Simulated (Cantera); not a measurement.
# Stirred combustor or abatement burner

A perfectly stirred reactor is fed with CH4 : O2 : N2 = 1 : 1.82 : 6.84 (molar parts), equivalence ratio 1.1, at 10.0 bar; it is adiabatic with a 425 K inlet, and is followed from long to short residence time, starting on the burning branch (τ in s: 0.082, 0.033, 0.013, 0.0054, 0.0022, 0.00089, 0.00036, 0.00015, 5.9e-05, 2.4e-05, 9.7e-06, 3.9e-06).

Cantera simulation using GRI-Mech 3.0 (53 species, 325 reactions); the numbers are that mechanism's predictions, not measurements.

```tsv
τ (s)	T (K)	x CH4	x O2	x C2H4	x CO	x O	x NO	x CH2
0.082	2309	4.06e-6	0.000186	3.70e-10	0.0260	2.30e-5	0.000378	5.82e-8
0.033	2307	8.57e-6	0.000254	1.73e-9	0.0261	2.76e-5	0.000379	1.38e-7
0.013	2304	1.66e-5	0.000398	6.99e-9	0.0263	3.75e-5	0.000384	3.19e-7
0.0054	2298	2.87e-5	0.000655	2.19e-8	0.0266	5.56e-5	0.000392	6.74e-7
0.0022	2288	4.80e-5	0.00112	6.19e-8	0.0272	8.88e-5	0.000400	1.38e-6
0.00089	2272	8.09e-5	0.00192	1.65e-7	0.0282	0.000146	0.000396	2.74e-6
0.00036	2248	0.000142	0.00324	4.38e-7	0.0299	0.000236	0.000373	5.23e-6
0.00015	2214	0.000264	0.00531	1.21e-6	0.0323	0.000355	0.000323	9.58e-6
5.9e-5	2160	0.000598	0.00924	4.67e-6	0.0365	0.000477	0.000232	1.85e-5
2.4e-5	425	0.104	0.188	<1e-12	<1e-12	<1e-12	<1e-12	<1e-12
9.7e-6	425	0.104	0.188	<1e-12	<1e-12	<1e-12	<1e-12	<1e-12
3.9e-6	425	0.104	0.188	<1e-12	<1e-12	<1e-12	<1e-12	<1e-12
```
x: mole fraction; the columns are a selection and need not sum to one.
